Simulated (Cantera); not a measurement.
A closed system holds: 1 mol CF4, 0.068 mol CH4, held at 477 °C and 5.10e-5 bar.

Method: chemical equilibrium by Gibbs-energy minimisation in Cantera with the NASA 1993 tables (ideal gas, pure condensed phases). Candidate condensed phases: C, C6H6, C7H8, C8H18; 95 gas species. Condensed phases not in the tables: fluorocarbon polymer. Gases not in the tables: C2F6 and larger saturated fluorocarbons. Rates play no part.

**Question.** What is the equilibrium state?

**Answer.** 
```
Property            Value
--------------  ---------
x(CF4)              0.774
x(HF)               0.226
n(C(graphite))  0.136 mol
gas amount      1.204 mol
```
